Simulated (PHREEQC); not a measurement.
Dissolve 0.18 mmol/kgw NaF and 0.13 mmol/kgw NaCl at 25 °C. Closed to the air; pH follows from the charge balance.

The numbers come from PHREEQC with the ion-association model, phreeqc.dat.

This is a speciation only: nothing precipitates in the calculation.

Question: Predict the pH.

Answer: pH 7.05.

Species that the database lacks are ignored.
